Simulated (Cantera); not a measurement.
A Cantera script and its output.

```python
import numpy as np
import cantera as ct

gas = ct.Solution("gri30.yaml")
gas.TPX = 1400, 41000, {'CO': 0.0072, 'O2': 0.027, 'H2O': 0.0002, 'N2': 1}
reactor = ct.IdealGasConstPressureReactor(gas, energy="off", clone=False)
net = ct.ReactorNet([reactor])
net.rtol, net.atol = 1e-08, 1e-18
show = ['CO', 'O2', 'H2O', 'NO2', 'H', 'H2O2']
times = np.geomspace(3e-05, 9, 12)

steps = ct.SolutionArray(gas, extra=["t"])
rows = []
print(f"{'t/s':>10s}{'T/K':>9s}{'P/Pa':>11s}" + "".join(f"{s:>11s}" for s in show))
for t in times:
    while net.time < t:
        t_next = net.step()
        steps.append(gas.state, t=t_next)
    rows.append([np.interp(t, steps.t, y) for y in (steps.T, steps.P, *steps(*show).X.T)])
    print(f"{t:10.3e}{rows[-1][0]:9.1f}{rows[-1][1]:11.4g}" + "".join(f"{x:11.3e}" for x in rows[-1][2:]))
rate = np.gradient(steps.T, steps.t)
print("integrator steps:", len(steps.t))
if steps.T.max() > steps.T[0] + 200:
    print(f"time of steepest temperature rise: {steps.t[rate.argmax()]:.4e} s")
gas.TPX = 1400, 41000, {'CO': 0.0072, 'O2': 0.027, 'H2O': 0.0002, 'N2': 1}
gas.equilibrate("TP")
print(f"equilibrium (TP): T = {gas.T:.1f} K  " + "  ".join(f"{s} {gas[s].X[0]:.3e}" for s in show))
```

It prints:

```
       t/s      T/K       P/Pa         CO         O2        H2O        NO2          H       H2O2
 3.000e-05   1400.0    4.1e+04  6.961e-03  2.610e-02  1.933e-04  1.361e-24  2.810e-13  1.218e-17
 9.442e-05   1400.0    4.1e+04  6.961e-03  2.610e-02  1.933e-04  5.179e-23  3.022e-12  7.776e-17
 2.971e-04   1400.0    4.1e+04  6.961e-03  2.610e-02  1.933e-04  1.889e-21  3.124e-11  3.499e-16
 9.352e-04   1400.0    4.1e+04  6.961e-03  2.610e-02  1.933e-04  7.787e-20  3.132e-10  2.319e-15
 2.943e-03   1400.0    4.1e+04  6.960e-03  2.610e-02  1.933e-04  8.305e-18  3.937e-09  4.513e-14
 9.262e-03   1400.0    4.1e+04  6.937e-03  2.608e-02  1.922e-04  5.430e-14  3.831e-07  2.161e-11
 2.915e-02   1400.0    4.1e+04  2.715e-03  2.325e-02  1.131e-04  1.347e-09  9.417e-05  3.219e-09
 9.174e-02   1400.0    4.1e+04  2.244e-04  2.270e-02  1.771e-04  7.498e-09  5.397e-06  1.242e-09
 2.887e-01   1400.0    4.1e+04  1.985e-05  2.270e-02  1.895e-04  1.447e-08  1.690e-07  1.560e-10
 9.087e-01   1400.0    4.1e+04  1.864e-06  2.270e-02  1.924e-04  1.412e-08  8.651e-09  2.286e-11
 2.860e+00   1400.0    4.1e+04  2.336e-07  2.270e-02  1.933e-04  8.708e-09  7.980e-10  4.763e-12
 9.000e+00   1400.0    4.1e+04  7.768e-08  2.270e-02  1.935e-04  6.353e-09  2.501e-10  2.201e-12
integrator steps: 1569
equilibrium (TP): T = 1400.0 K  CO 7.167e-08  O2 2.257e-02  H2O 1.935e-04  NO2 4.116e-07  H 2.314e-10  H2O2 2.082e-12
```

Detailed kinetics in Cantera: GRI-Mech 3.0 (53 species, 325 reactions).
